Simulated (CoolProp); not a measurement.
A simple Rankine cycle with water: condensing at 302.15 K, boiler at 0.0518 MPa, turbine inlet 505.3 K, turbine efficiency 0.9, pump efficiency 0.8, no recuperator. Each further row changes one setting.

Values from CoolProp's reference Helmholtz-energy equation of state, Wagner 2002.

| case | thermal efficiency (%) | net work (kJ/kg) | heat in (kJ/kg) | turbine exit temperature (K) | volume ratio over the turbine |
|---|---|---|---|---|---|
| as stated | 14.3 | ___ | 2820 | 302.1 | ___ |
| turbine inlet 525.3 K | 14.6 | 418 | ___ | 306.8 | 7.55 |
| condensing temperature 294.15 K | 16.1 | 460 | ___ | 294.1 | ___ |
| boiler pressure 0.0363 MPa | 12.7 | ___ | 2820 | 317.4 | ___ |
| turbine efficiency 0.8 | 12.7 | 358 | 2820 | 317.4 | 8.12 |

Q: Fill in the missing entries.

A: 
- as stated, net work (kJ/kg): 403
- as stated, volume ratio over the turbine: 7.68
- turbine inlet 525.3 K, heat in (kJ/kg): 2860
- condensing temperature 294.15 K, heat in (kJ/kg): 2850
- condensing temperature 294.15 K, volume ratio over the turbine: 11.8
- boiler pressure 0.0363 MPa, net work (kJ/kg): 359
- boiler pressure 0.0363 MPa, volume ratio over the turbine: 5.69

The expansion ends wet for: as stated; condensing temperature 294.15 K.
